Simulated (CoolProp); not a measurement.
Sulfur dioxide along the isobar 3.91 MPa: density (kg/m³) from the reference equation and from simpler models built on Tc = 430.6 K, pc = 7.887 MPa, ω = 0.256; each cubic takes its own stable root.

Values from CoolProp's reference Helmholtz-energy equation of state, Gao 2016.

```csv
T (K),phase,reference
244.3,liquid,1515
250.3,liquid,1500
256.4,liquid,1485
262.5,liquid,1469
268.6,liquid,1453
274.7,liquid,1438
280.8,liquid,1421
286.9,liquid,1405
292.9,liquid,1389
299,liquid,1372
305.1,liquid,1355
311.2,liquid,1338
317.3,liquid,1320
323.4,liquid,1301
329.4,liquid,1283
```

Q: How far does each simpler model (van der Waals, Redlich-Kwong, Soave-Redlich-Kwong, Peng-Robinson) lie from the reference over these 15 states: mean and median of the absolute difference, and the worst?

A: 
- van der Waals: mean 40.4 %, median 40.3 %, worst -40.8 % at 244.3 K and 3.91 MPa
- Redlich-Kwong: mean 13.5 %, median 13.3 %, worst -14.7 % at 329.4 K and 3.91 MPa
- Soave-Redlich-Kwong: mean 10.4 %, median 10.3 %, worst -10.9 % at 329.4 K and 3.91 MPa
- Peng-Robinson: mean 1.2 %, median 1.2 %, worst +1.4 % at 292.9 K and 3.91 MPa
